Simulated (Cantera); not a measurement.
A diamond (100) surface in a fixed gas of H2 with x(CH4) = 0.015, x(CH3) = 0.00056, at 1050 K, 90.0 Torr; coverages are run to steady state.

Model: the Harris–Goodwin 1993 mechanism for the reconstructed diamond (100) surface, integrated in Cantera.

One state of this run: growth (µm/h) = 18.4; θ c6HH = 0.410; θ c6H* = 0.0159; θ c6*H = 0.285; θ c6** = 0.00645; θ c6HM = 0.195. θ: site fractions in the mechanism's names (c6HH fully hydrogenated, c6H* and c6*H radical sites, c6** diradical, c6HM methylated).

Task: Which value of x(H) does it belong to?
A. 0.0065
B. 0.0012
C. 0.035
D. 0.00053

Result: D, 0.00053
